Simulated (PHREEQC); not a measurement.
Consider water at 25 °C with 0.0033 mol/kgw NH4Cl, 0.042 mol/kgw NaF and 3.3e-05 mol/kgw NaCl. Closed to the air; pH follows from the charge balance.

All values are PHREEQC results (ion-association model, phreeqc.dat), not measurements.

Each row changes one thing in this solution. This is a speciation only: nothing precipitates in the calculation.

| case | pH | NaF (mol/kgw) | NH3 (mol/kgw) | HF (mol/kgw) | HF2- (mol/kgw) | SI of Halite (NaCl) |
|---|---|---|---|---|---|---|
| as made | 6.80 | 0.000663 | 9.41e-6 | 8.03e-6 | 1.27e-6 | -5.60 |
| NaCl left out | 6.80 | 0.000662 | 9.41e-6 | 8.03e-6 | 1.27e-6 | -5.60 |
| diluted 2-fold with water | ? | 0.000185 | 4.85e-6 | 4.39e-6 | 3.51e-7 | -6.16 |
| NaCl from 3.3e-05 to 4.95e-05 mol/kgw | 6.80 | 0.000663 | 9.41e-6 | 8.02e-6 | 1.27e-6 | -5.59 |
| temperature from 25 to 55 °C | ? | 0.000648 | 3.23e-5 | 2.73e-5 | 4.93e-6 | -5.63 |

Fill in the missing entries.


- diluted 2-fold with water, pH: 6.78
- temperature from 25 to 55 °C, pH: 6.51

Constants without temperature data keep their 25 °C values here.
